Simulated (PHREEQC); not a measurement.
# Acid rinse or clean: speciation

Solution (25 °C): 0.018 mol/kgw HCl and 0.034 mol/kgw ZnSO4. Closed to the air; pH follows from the charge balance.

Model: ion-association model, phreeqc.dat, run in PHREEQC.

This is a speciation only: nothing precipitates in the calculation.

### Question
Predict the pH, density.

### Answer
pH 2.02; density 1.003 g/cm³.

### Question
In which forms is S present?

### Answer
SO4-2 42 %, ZnSO4 31 %, HSO4- 19 %, Zn(SO4)2-2 7.5 % of the S.
